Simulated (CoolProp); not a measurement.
Vapour-liquid equilibrium of acetone (1) + n-heptane (2) at 108.15 °C; x and y are mole fractions of (1).

Values from CoolProp's multi-fluid Helmholtz-energy mixture model, Lemmon 2006 and Span 2003; pair parameters Bell 2016.

```json
[
 {"x": "0.05", "bubble pressure (kPa)": "183.9", "y at the bubble point": "0.289", "dew pressure at overall composition x (kPa)": "140.5", "liquid density (mol/L)": "6.177"},
 {"x": "0.15", "bubble pressure (kPa)": "262.3", "y at the bubble point": "0.530", "dew pressure at overall composition x (kPa)": "156.0", "liquid density (mol/L)": "6.481"},
 {"x": "0.25", "bubble pressure (kPa)": "317.7", "y at the bubble point": "0.636", "dew pressure at overall composition x (kPa)": "175.1", "liquid density (mol/L)": "6.820"},
 {"x": "0.35", "bubble pressure (kPa)": "356.8", "y at the bubble point": "0.697", "dew pressure at overall composition x (kPa)": "199.2", "liquid density (mol/L)": "7.202"},
 {"x": "0.45", "bubble pressure (kPa)": "384.9", "y at the bubble point": "0.738", "dew pressure at overall composition x (kPa)": "230.3", "liquid density (mol/L)": "7.636"},
 {"x": "0.55", "bubble pressure (kPa)": "406.3", "y at the bubble point": "0.772", "dew pressure at overall composition x (kPa)": "271.5", "liquid density (mol/L)": "8.137"},
 {"x": "0.65", "bubble pressure (kPa)": "423.5", "y at the bubble point": "0.804", "dew pressure at overall composition x (kPa)": "326.4", "liquid density (mol/L)": "8.720"},
 {"x": "0.75", "bubble pressure (kPa)": "438.1", "y at the bubble point": "0.840", "dew pressure at overall composition x (kPa)": "392.6", "liquid density (mol/L)": "9.407"},
 {"x": "0.85", "bubble pressure (kPa)": "450.0", "y at the bubble point": "0.886", "dew pressure at overall composition x (kPa)": "441.4", "liquid density (mol/L)": "10.22"},
 {"x": "0.95", "bubble pressure (kPa)": "456.9", "y at the bubble point": "0.953", "dew pressure at overall composition x (kPa)": "456.8", "liquid density (mol/L)": "11.20"}
]
```

No azeotrope shows between x = 0.05 and 0.95.

Pair parameters are fitted to limited data, so mixtures are less certain than the pure fluids.
